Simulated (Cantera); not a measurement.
A closed system holds: 1 mol B₂O₃, 0.18 mol O₂, 170 mol H₂, at 1802 °C and 2.10 mbar.

These are equilibrium values from Cantera (NASA tables, ideal gas, pure condensed phases), not measurements of a reactor. Candidate condensed phases: B, B₂O₃, B₃O₃H₃, H₂O; 23 gas species. Kinetics and transport are ignored.

Base state: H₂ 0.928, H 0.0560, H₂O 0.00450, HBO 0.00432, BO 0.00353, HBO₂ 0.00293, B₂O₃ 0.000224, B₂O₂ 4.91e-5 (mole fractions); condensed: gas only.

### Question
What changes in the equilibrium state with this change: temperature from 1802 °C to 2027 °C?

### Answer
```
species    before     after
-------  --------  --------
H₂          0.928     0.795
H          0.0560     0.188
BO        0.00353   0.00662
O         1.34e-6   3.43e-5
OH        3.10e-5  0.000212
B₂O₃     0.000224   4.58e-5
B₂O₂      4.91e-5   1.44e-5
```
